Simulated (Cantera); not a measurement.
Input (Python, Cantera):

```python
import numpy as np
import cantera as ct

gas = ct.Solution("gri30.yaml")
gas.TPX = 1175, 100000, {'N2O': 1, 'N2': 0.91}
reactor = ct.IdealGasConstPressureReactor(gas, energy="off", clone=False)
net = ct.ReactorNet([reactor])
net.rtol, net.atol = 1e-08, 1e-18
show = ['N2O', 'NO', 'O', 'O2', 'N2', 'NO2']
times = np.geomspace(0.0002, 3, 13)

steps = ct.SolutionArray(gas, extra=["t"])
rows = []
print(f"{'t/s':>10s}{'T/K':>9s}{'P/Pa':>11s}" + "".join(f"{s:>11s}" for s in show))
for t in times:
    while net.time < t:
        t_next = net.step()
        steps.append(gas.state, t=t_next)
    rows.append([np.interp(t, steps.t, y) for y in (steps.T, steps.P, *steps(*show).X.T)])
    print(f"{t:10.3e}{rows[-1][0]:9.1f}{rows[-1][1]:11.4g}" + "".join(f"{x:11.3e}" for x in rows[-1][2:]))
rate = np.gradient(steps.T, steps.t)
print("integrator steps:", len(steps.t))
if steps.T.max() > steps.T[0] + 200:
    print(f"time of steepest temperature rise: {steps.t[rate.argmax()]:.4e} s")
gas.TPX = 1175, 100000, {'N2O': 1, 'N2': 0.91}
gas.equilibrate("TP")
print(f"equilibrium (TP): T = {gas.T:.1f} K  " + "  ".join(f"{s} {gas[s].X[0]:.3e}" for s in show))
```

Output:

```
       t/s      T/K       P/Pa        N2O         NO          O         O2         N2        NO2
 2.000e-04   1175.0      1e+05  5.235e-01  3.341e-06  1.158e-06  1.591e-05  4.765e-01  1.885e-10
 4.457e-04   1175.0      1e+05  5.235e-01  7.714e-06  1.158e-06  3.675e-05  4.765e-01  1.003e-09
 9.932e-04   1175.0      1e+05  5.233e-01  1.745e-05  1.158e-06  8.316e-05  4.766e-01  5.081e-09
 2.213e-03   1175.0      1e+05  5.230e-01  3.914e-05  1.158e-06  1.865e-04  4.767e-01  2.509e-08
 4.932e-03   1175.0      1e+05  5.224e-01  8.734e-05  1.158e-06  4.166e-04  4.771e-01  1.194e-07
 1.099e-02   1175.0      1e+05  5.210e-01  1.942e-04  1.157e-06  9.278e-04  4.779e-01  5.381e-07
 2.449e-02   1175.0      1e+05  5.178e-01  4.301e-04  1.154e-06  2.060e-03  4.797e-01  2.179e-06
 5.459e-02   1175.0      1e+05  5.109e-01  9.456e-04  1.146e-06  4.547e-03  4.836e-01  7.389e-06
 1.216e-01   1175.0      1e+05  4.959e-01  2.051e-03  1.129e-06  9.922e-03  4.921e-01  2.025e-05
 2.711e-01   1175.0      1e+05  4.647e-01  4.324e-03  1.092e-06  2.112e-02  5.098e-01  4.718e-05
 6.041e-01   1175.0      1e+05  4.046e-01  8.582e-03  1.016e-06  4.276e-02  5.440e-01  9.773e-05
 1.346e+00   1175.0      1e+05  3.049e-01  1.522e-02  8.692e-07  7.888e-02  6.008e-01  1.768e-04
 3.000e+00   1175.0      1e+05  1.773e-01  2.254e-02  6.264e-07  1.257e-01  6.742e-01  2.650e-04
integrator steps: 721
equilibrium (TP): T = 1175.0 K  N2O 1.151e-08  NO 1.612e-04  O 6.693e-09  O2 2.074e-01  N2 7.925e-01  NO2 3.052e-06
```

Cantera simulation using GRI-Mech 3.0 (53 species, 325 reactions); the numbers are that mechanism's predictions, not measurements. GRI-Mech 3.0 was tuned for natural gas; its chemistry of N2O as a main component is partial and can be far from experiment. The mechanism lacks the step 2 NO + O2 → 2 NO2, which can matter for NO2 below about 1400 K. The temperature is held fixed by assumption; the heat of reaction is taken as removed at once.
